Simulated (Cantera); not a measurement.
Charge: 1 mol SiH4, 3.8 mol O3, equilibrated at 100000 Pa.

Cantera equilibrium calculation (NASA polynomials, part measured and part estimated; ideal gas, pure solids and liquids). Candidate condensed phases: H2O, Si, SiO2; 18 gas species. The tables hold silica as quartz up to 1696 K and as liquid above; real silica turns to tridymite and cristobalite and melts near 1996 K. Gases not in the tables: Si(OH)4. The numbers say what is thermodynamically allowed, not how fast it happens.

Q: At 1350 K, list the 3 most abundant gas species with their mole fractions, and the condensed phases.

A: O2 0.649, H2O 0.351, OH 4.55e-5. Condensed: SiO2(β-quartz).
